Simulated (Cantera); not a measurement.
What does this Cantera script print?

```python
import numpy as np
import cantera as ct

gas = ct.Solution("gri30.yaml")
gas.TPX = 573, 101325, {'CO': 1, 'H2': 0.71, 'O2': 0.777, 'N2': 2.92}
inlet = ct.Reservoir(gas, clone=True)
gas.equilibrate("HP")  # start burning
reactor = ct.IdealGasConstPressureReactor(gas, energy="on", clone=False)
exhaust = ct.Reservoir(gas, clone=True)
tau = [0.28, 0.1, 0.037, 0.013, 0.0049, 0.0018, 0.00064, 0.00023, 8.4e-05, 3.1e-05, 1.1e-05][0]
for a, b in ((inlet, reactor), (reactor, exhaust)):
    ct.MassFlowController(a, b, mdot=lambda t: reactor.mass / tau)
net = ct.ReactorNet([reactor])
show = ['CO', 'H2', 'O2', 'NO2', 'NO', 'N2O']

rows = []
print(f"{'tau/s':>10s}{'T/K':>9s}" + "".join(f"{s:>11s}" for s in show))
for tau in [0.28, 0.1, 0.037, 0.013, 0.0049, 0.0018, 0.00064, 0.00023, 8.4e-05, 3.1e-05, 1.1e-05]:
    net.initial_time = 0.0
    net.advance(30 * tau)
    before = gas.X
    net.advance(40 * tau)
    drift = np.max(np.abs(gas.X - before) / (gas.X + 1e-9))
    rows.append([gas.T, *gas[show].X, drift])
    print(f"{tau:10.3e}{gas.T:9.1f}" + "".join(f"{x:11.3e}" for x in gas[show].X))
```

Output:

```
     tau/s      T/K         CO         H2         O2        NO2         NO        N2O
 2.800e-01   2496.8  5.575e-02  7.931e-03  1.088e-02  8.954e-07  4.444e-03  2.241e-07
 1.000e-01   2492.2  5.620e-02  8.021e-03  1.124e-02  8.435e-07  4.191e-03  2.190e-07
 3.700e-02   2480.2  5.733e-02  8.251e-03  1.210e-02  7.256e-07  3.627e-03  2.076e-07
 1.300e-02   2447.3  6.030e-02  8.884e-03  1.421e-02  4.908e-07  2.538e-03  1.841e-07
 4.900e-03   2378.6  6.596e-02  1.021e-02  1.792e-02  2.291e-07  1.314e-03  1.529e-07
 1.800e-03   2259.5  7.427e-02  1.249e-02  2.321e-02  6.940e-08  4.714e-04  1.244e-07
 6.400e-04   2096.8  8.286e-02  1.540e-02  2.908e-02  2.139e-08  1.639e-04  1.061e-07
 2.300e-04   1907.6  8.992e-02  1.814e-02  3.491e-02  1.133e-08  8.807e-05  9.345e-08
 8.400e-05   1695.8  9.903e-02  2.004e-02  4.251e-02  7.038e-09  5.007e-05  8.332e-08
 3.100e-05   1427.1  1.306e-01  2.479e-02  6.317e-02  2.556e-09  1.358e-05  6.919e-08
 1.100e-05    573.0  1.849e-01  1.313e-01  1.437e-01 -3.379e-21 -2.113e-20 -1.414e-22
```

Cantera simulation using GRI-Mech 3.0 (53 species, 325 reactions); the numbers are that mechanism's predictions, not measurements.
